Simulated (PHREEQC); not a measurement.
Dissolve 0.022 mol/kgw BaCl2 and 0.016 mol/kgw NaF at 25 °C. Closed to the air; pH follows from the charge balance.

The numbers come from PHREEQC with the ion-association model, wateq4f.dat.

```tsv
quantity	before	after
pH	7.59	12.19
NaF (mol/kgw)	8.82e-5	8.46e-5
HF (mol/kgw)	4.62e-7	1.14e-11
BaOH+ (mol/kgw)	1.47e-8	0.000540
SI of BaF2 (BaF2)	-0.11	-0.17
SI of Halite (NaCl)	-4.95	-4.96
```

Q: What was changed between the two runs?
(A) temperature from 25 to 50 °C
(B) NaF from 0.016 to 0.08 mol/kgw
(C) BaCl2 from 0.022 to 0.0044 mol/kgw
(D) 0.021 mol/kgw RbOH added

A: D, 0.021 mol/kgw RbOH added

Precipitation was switched off in this run.
